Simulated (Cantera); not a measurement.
Input: 1 mol SrCl₂, 0.1 mol O₂, 4.2 mol H₂, equilibrated at 1375 °C and 21.0 Pa.

These are equilibrium values from Cantera (NASA tables, ideal gas, pure condensed phases), not measurements of a reactor. Candidate condensed phases: H₂O, Sr, SrCl₂, SrO, Sr(OH)₂; 20 gas species. Condensed phases not in the tables: oxide chlorides. Kinetics and transport are ignored.

Base state: H₂ 0.762, SrCl₂ 0.181, H₂O 0.0305, HCl 0.0185, H 0.00536, SrCl 0.00252, Sr 0.000269, Cl 0.000102 (mole fractions); condensed: SrO(s).

Q: What changes in the equilibrium state with this change: pressure from 21.0 Pa to 0.133 bar?

A: 
| species | before | after |
|---|---|---|
| H₂ | 0.762 | 0.924 |
| H₂O | 0.0305 | 0.0421 |
| SrCl₂ | 0.181 | 0.0258 |
| HCl | 0.0185 | 0.00823 |
| Sr | 0.000269 | 3.72e-7 |
| SrCl | 0.00252 | 3.54e-5 |
| Cl | 0.000102 | 1.64e-6 |
| SrO(s), mol | 0.0406 | 0.0177 |
| SrCl₂(l), mol | 0 | 0.870 |
Mutual solubility and eutectic melting of coexisting phases are not modelled.

Q: What changes in the equilibrium state with this change: O₂ from 0.1 to 0.23 mol?

A: 
| species | before | after |
|---|---|---|
| H₂ | 0.762 | 0.713 |
| SrCl₂ | 0.181 | 0.176 |
| H₂O | 0.0305 | 0.0746 |
| HCl | 0.0185 | 0.0287 |
| Sr | 0.000269 | 0.000103 |
| OH | 9.64e-6 | 2.44e-5 |
| SrCl | 0.00252 | 0.00154 |
| Cl | 0.000102 | 0.000163 |
| H | 0.00536 | 0.00519 |
| SrO(s), mol | 0.0406 | 0.0705 |

Q: What changes in the equilibrium state with this change: temperature from 1375 °C to 1250 °C?

A: 
```tsv
species	before	after
H₂	0.762	0.768
SrCl₂	0.181	0.182
H₂O	0.0305	0.0286
H	0.00536	0.00140
SrCl	0.00252	0.000517
HCl	0.0185	0.0201
Sr	0.000269	1.59e-5
SrOH	2.46e-5	2.77e-6
Cl	0.000102	2.94e-5
SrO(s), mol	0.0406	0.0510
```
